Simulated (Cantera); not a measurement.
Cantera run, input and output.

```python
import numpy as np
import cantera as ct

gas = ct.Solution("gri30.yaml")
gas.TPX = 1373, 52000, {'CH4': 1, 'O2': 1.11, 'N2': 5.44}
reactor = ct.IdealGasReactor(gas, energy="on", clone=False)
net = ct.ReactorNet([reactor])
net.rtol, net.atol = 1e-08, 1e-16
show = ['CH4', 'O2', 'N2O', 'CH2CO', 'CH2']
times = np.geomspace(9e-06, 6, 15)

steps = ct.SolutionArray(gas, extra=["t"])
rows = []
print(f"{'t/s':>10s}{'T/K':>9s}{'P/Pa':>11s}" + "".join(f"{s:>11s}" for s in show))
for t in times:
    while net.time < t:
        t_next = net.step()
        steps.append(gas.state, t=t_next)
    rows.append([np.interp(t, steps.t, y) for y in (steps.T, steps.P, *steps(*show).X.T)])
    print(f"{t:10.3e}{rows[-1][0]:9.1f}{rows[-1][1]:11.4g}" + "".join(f"{x:11.3e}" for x in rows[-1][2:]))
rate = np.gradient(steps.T, steps.t)
print("integrator steps:", len(steps.t))
if steps.T.max() > steps.T[0] + 200:
    print(f"time of steepest temperature rise: {steps.t[rate.argmax()]:.4e} s")
gas.TPX = 1373, 52000, {'CH4': 1, 'O2': 1.11, 'N2': 5.44}
gas.equilibrate("UV")
print(f"equilibrium (UV): T = {gas.T:.1f} K  " + "  ".join(f"{s} {gas[s].X[0]:.3e}" for s in show))
```

Result:

```
       t/s      T/K       P/Pa        CH4         O2        N2O      CH2CO        CH2
 9.000e-06   1373.0    5.2e+04  1.325e-01  1.470e-01  2.383e-14  3.143e-22  5.597e-16
 2.346e-05   1373.0    5.2e+04  1.325e-01  1.470e-01  1.261e-13  4.840e-20  2.634e-15
 6.113e-05   1373.0    5.2e+04  1.324e-01  1.470e-01  7.466e-13  7.025e-18  1.761e-14
 1.593e-04   1373.0    5.2e+04  1.324e-01  1.470e-01  4.498e-12  1.248e-15  1.638e-13
 4.152e-04   1373.0    5.2e+04  1.324e-01  1.470e-01  2.439e-11  3.563e-13  2.058e-12
 1.082e-03   1373.1    5.2e+04  1.324e-01  1.470e-01  9.243e-11  1.360e-10  2.479e-11
 2.820e-03   1374.4  5.205e+04  1.321e-01  1.468e-01  3.029e-10  1.936e-08  1.151e-10
 7.348e-03   1385.8   5.25e+04  1.298e-01  1.453e-01  1.941e-09  1.441e-06  7.252e-10
 1.915e-02   2606.9  1.113e+05  2.524e-12  1.143e-04  2.998e-08  7.468e-15  1.042e-12
 4.991e-02   2606.7  1.113e+05  2.531e-12  1.140e-04  3.063e-08  7.485e-15  1.044e-12
 1.301e-01   2606.7  1.113e+05  2.531e-12  1.140e-04  3.063e-08  7.485e-15  1.044e-12
 3.390e-01   2606.7  1.113e+05  2.531e-12  1.140e-04  3.063e-08  7.485e-15  1.044e-12
 8.834e-01   2606.7  1.113e+05  2.531e-12  1.140e-04  3.063e-08  7.485e-15  1.044e-12
 2.302e+00   2606.7  1.113e+05  2.531e-12  1.140e-04  3.063e-08  7.485e-15  1.044e-12
 6.000e+00   2606.7  1.113e+05  2.531e-12  1.140e-04  3.063e-08  7.485e-15  1.044e-12
integrator steps: 2133
time of steepest temperature rise: 1.2359e-02 s
equilibrium (UV): T = 2606.7 K  CH4 2.861e-12  O2 1.140e-04  N2O 3.063e-08  CH2CO 8.143e-15  CH2 1.117e-12
```

Detailed kinetics in Cantera: GRI-Mech 3.0 (53 species, 325 reactions).
